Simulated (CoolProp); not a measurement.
Vapour pressure (kPa) of isopentane: the reference equation beside estimates from Tc = 460.3 K, pc = 3378 kPa, ω = 0.227.

Values from CoolProp's reference Helmholtz-energy equation of state, Lemmon 2006. It is a short technical equation, of lower accuracy than the large ones.

| T (K) | reference | Lee-Kesler | Redlich-Kwong |
|---|---|---|---|
| 225.9 | 2.684 | 2.532 | 5.860 |
| 233.4 | 4.367 | 4.140 | 9.233 |
| 240.9 | 6.861 | 6.536 | 14.04 |
| 248.4 | 10.44 | 10.00 | 20.67 |
| 256 | 15.52 | 14.95 | 29.71 |
| 263.5 | 22.35 | 21.65 | 41.44 |
| 271 | 31.45 | 30.62 | 56.48 |
| 278.6 | 43.49 | 42.57 | 75.68 |
| 286.1 | 58.74 | 57.77 | 99.16 |
| 293.6 | 77.94 | 76.99 | 127.7 |
| 301.1 | 101.8 | 100.9 | 162.1 |
| 308.7 | 131.3 | 130.7 | 203.4 |
| 316.2 | 166.7 | 166.3 | 251.2 |
| 323.7 | 208.9 | 209.0 | 306.8 |

Absolute difference from the reference over all 14 rows, mean and median: Lee-Kesler 2.6 and 2.4 %, Redlich-Kwong 79.1 and 76.8 %.
